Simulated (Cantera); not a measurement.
A Cantera script and its output.

```python
import numpy as np
import cantera as ct

gas = ct.Solution("gri30.yaml")
gas.TPX = 1125, 2400000, {'C3H8': 1, 'O2': 12.5, 'N2': 55}
reactor = ct.IdealGasConstPressureReactor(gas, energy="on", clone=False)
net = ct.ReactorNet([reactor])
net.rtol, net.atol = 1e-08, 1e-16
show = ['C3H8', 'O2', 'OH', 'C2H6', 'HCO']
times = np.geomspace(3e-06, 2, 15)

steps = ct.SolutionArray(gas, extra=["t"])
rows = []
print(f"{'t/s':>10s}{'T/K':>9s}{'P/Pa':>11s}" + "".join(f"{s:>11s}" for s in show))
for t in times:
    while net.time < t:
        t_next = net.step()
        steps.append(gas.state, t=t_next)
    rows.append([np.interp(t, steps.t, y) for y in (steps.T, steps.P, *steps(*show).X.T)])
    print(f"{t:10.3e}{rows[-1][0]:9.1f}{rows[-1][1]:11.4g}" + "".join(f"{x:11.3e}" for x in rows[-1][2:]))
rate = np.gradient(steps.T, steps.t)
print("integrator steps:", len(steps.t))
if steps.T.max() > steps.T[0] + 200:
    print(f"time of steepest temperature rise: {steps.t[rate.argmax()]:.4e} s")
gas.TPX = 1125, 2400000, {'C3H8': 1, 'O2': 12.5, 'N2': 55}
gas.equilibrate("HP")
print(f"equilibrium (HP): T = {gas.T:.1f} K  " + "  ".join(f"{s} {gas[s].X[0]:.3e}" for s in show))
```

Result:

```
       t/s      T/K       P/Pa       C3H8         O2         OH       C2H6        HCO
 3.000e-06   1125.0    2.4e+06  1.460e-02  1.825e-01  2.662e-11  4.258e-12  1.300e-16
 7.818e-06   1125.0    2.4e+06  1.460e-02  1.825e-01  7.533e-11  8.091e-11  9.719e-16
 2.038e-05   1125.0    2.4e+06  1.460e-02  1.825e-01  2.447e-10  1.604e-09  8.070e-15
 5.310e-05   1125.0    2.4e+06  1.460e-02  1.825e-01  9.396e-10  3.691e-08  8.785e-14
 1.384e-04   1125.0    2.4e+06  1.459e-02  1.825e-01  3.212e-09  8.309e-07  1.221e-12
 3.607e-04   1125.1    2.4e+06  1.454e-02  1.824e-01  5.424e-09  7.151e-06  8.721e-12
 9.399e-04   1125.4    2.4e+06  1.436e-02  1.823e-01  9.743e-09  3.209e-05  4.560e-11
 2.449e-03   1132.6    2.4e+06  1.249e-02  1.806e-01  1.714e-07  2.301e-04  2.536e-09
 6.384e-03   1925.3    2.4e+06  4.272e-46  1.078e-01  4.065e-04  9.225e-31  8.987e-14
 1.664e-02   1925.2    2.4e+06 -1.383e-49  1.078e-01  4.063e-04  4.715e-35  8.978e-14
 4.336e-02   1925.1    2.4e+06  3.037e-52  1.077e-01  4.059e-04  1.618e-39  8.954e-14
 1.130e-01   1924.7    2.4e+06  1.129e-53  1.077e-01  4.050e-04 -4.924e-40  8.895e-14
 2.945e-01   1923.7    2.4e+06  4.244e-57  1.074e-01  4.026e-04 -1.861e-43  8.746e-14
 7.674e-01   1921.3    2.4e+06  1.337e-64  1.070e-01  3.973e-04  1.220e-44  8.418e-14
 2.000e+00   1917.6    2.4e+06  1.008e-64  1.062e-01  3.888e-04  1.005e-44  7.911e-14
integrator steps: 2066
time of steepest temperature rise: 2.8767e-03 s
equilibrium (HP): T = 1915.1 K  C3H8 1.520e-64  O2 1.056e-01  OH 3.832e-04  C2H6 1.226e-44  HCO 7.591e-14
```

Cantera simulation using GRI-Mech 3.0 (53 species, 325 reactions); the numbers are that mechanism's predictions, not measurements. GRI-Mech 3.0 was tuned for natural gas; its chemistry of propane as a main component is partial and can be far from experiment. The pressure lies above the range GRI-Mech 3.0 was tuned for (to about 10 atm).
